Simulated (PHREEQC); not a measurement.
0.013 g of hydrous ferric oxide (600 m²/g; 0.2 weak and 0.005 strong sites per Fe, Dzombak-Morel constants, diffuse double layer) in 1 kg of water with 0.001 mol/kgw of an inert sodium salt and 0.0057 mmol/kgw Ag2SO4, 0.0013 mmol/kgw Na2SO4 and 0.0026 mmol/kgw CaCl2, at 25 °C; the pH is set by adding NaOH or the inert anion's acid. Oxygen alone is held at its pressure in air (log pO2 = -0.68). The system is closed to CO2. No solid was allowed to form.

Computed with PHREEQC (ion-association model, wateq4f.dat).

```csv
pH,S sorbed (%),Ag sorbed (%),Ca sorbed (%),surface charge σ (C/m²),surface potential ψ (mV)
4,98.6,0.0,0.0,0.061,177
4.67,90.3,0.0,0.0,0.034,149
5.33,64.6,0.2,0.0,0.022,126
6,30.1,0.8,0.0,0.014,105
6.67,5.9,2.7,0.0,0.008,80
7.33,0.4,5.1,0.0,0.004,(withheld)
8,0.0,7.0,0.4,0.000,(withheld)
8.67,0.0,(withheld),4.9,-0.002,-32
9.33,0.0,22.0,41.0,(withheld),-65
10,0.0,47.1,89.2,-0.012,-96
10.67,0.0,74.8,(withheld),(withheld),-125
11.33,0.0,89.0,99.8,-0.059,-147
12,0.0,87.8,99.9,-0.128,-153
```

Q: What belongs in the gaps?

A: 
- 7.33, surface potential ψ (mV): 45
- 8, surface potential ψ (mV): 6
- 8.67, Ag sorbed (%): 10.5
- 9.33, surface charge σ (C/m²): -0.006
- 10.67, Ca sorbed (%): 98.9
- 10.67, surface charge σ (C/m²): -0.026

Species that the database lacks are ignored.
